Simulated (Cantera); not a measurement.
Input: 1 mol Fe, 0.012 mol SO2, 0.82 mol CO, at 0.000240 bar.

Equilibrium computed with Cantera from the NASA thermochemical tables; the gas is ideal and each condensed phase is pure. Candidate condensed phases: C, Fe, Fe(CO)5, FeO, FeS, FeSO4, FeS2, Fe2O3, Fe2(SO4)3, Fe3O4, S; 25 gas species. Rates play no part. All values below are at 1302 °C.

Base state: CO 0.961, CO2 0.0283, S2 0.00668, Fe 0.00285, S 0.000492, SO 0.000372, SO2 0.000141, COS 0.000105 (mole fractions); condensed: Fe(γ).

Problem. What changes in the equilibrium state with this change: 0.46 mol NH3 added?

Solution. 
| species | before | after |
|---|---|---|
| CO | 0.961 | 0.464 |
| H2 | 0 | 0.382 |
| N2 | 0 | 0.131 |
| CO2 | 0.0283 | 0.00402 |
| Fe | 0.00285 | 0.00285 |
| H2O | 0 | 0.00960 |
| H | 0 | 0.00166 |
| Fe(γ), mol | 0.998 | 0.995 |
Further candidate phases: C6H6, C7H8, C8H18, Fe(OH)2, Fe(OH)3, H2O, H2SO4.
